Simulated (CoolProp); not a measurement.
Saturation properties of cyclopropane.

Values from CoolProp's reference Helmholtz-energy equation of state, Polt 1992. This equation is an older, rougher fit; its heat capacities, sound speeds and derivatives of the liquid may be far off and weren't checked against measurements.

```
T (°C)  p (MPa)  enthalpy of vaporisation (kJ/kg)  surface tension (mN/m)
------  -------  --------------------------------  ----------------------
32.25    0.8768                             391.3                    10.1
39.05     1.040                             380.4                    9.10
45.85     1.224                             369.0                    8.17
52.65     1.431                             356.9                    7.26
59.45     1.662                             344.0                    6.38
66.25     1.920                             330.1                    5.53
73.05     2.206                             315.0                    4.70
79.85     2.521                             298.5                    3.91
86.65     2.869                             280.2                    3.16
93.35     3.244                             260.0                    2.46
100.15    3.662                             236.6                    1.79
106.95    4.118                             208.9                    1.18
```

Surface tension comes from a separate correlation (Mulero 2014).
